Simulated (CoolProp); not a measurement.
n-pentane along the isobar 4.49 MPa: density (kg/m³) from the reference equation and from simpler models built on Tc = 196.5 °C, pc = 3.368 MPa, ω = 0.251; each cubic takes its own stable root.

Computed with CoolProp (reference Helmholtz-energy equation of state, Thol 2019).

```tsv
T (°C)	phase	reference
-21.05	liquid	669.2
-12.15	liquid	661.2
-3.35	liquid	653.2
5.55	liquid	645.0
14.35	liquid	636.8
23.25	liquid	628.4
32.05	liquid	620.0
40.95	liquid	611.4
49.75	liquid	602.6
58.65	liquid	593.6
67.45	liquid	584.5
76.35	liquid	575.0
85.15	liquid	565.4
```

Task: How far does each simpler model (van der Waals, Redlich-Kwong, Soave-Redlich-Kwong, Peng-Robinson) lie from the reference over these 13 states: mean and median of the absolute difference, and the worst?

Result: 
- van der Waals: mean 38.3 %, median 38.3 %, worst -39.1 % at -21.05 °C and 4.49 MPa
- Redlich-Kwong: mean 11.1 %, median 11.0 %, worst -12.1 % at 85.15 °C and 4.49 MPa
- Soave-Redlich-Kwong: mean 8.5 %, median 8.5 %, worst -8.9 % at 85.15 °C and 4.49 MPa
- Peng-Robinson: mean 3.1 %, median 3.2 %, worst +3.4 % at 40.95 °C and 4.49 MPa
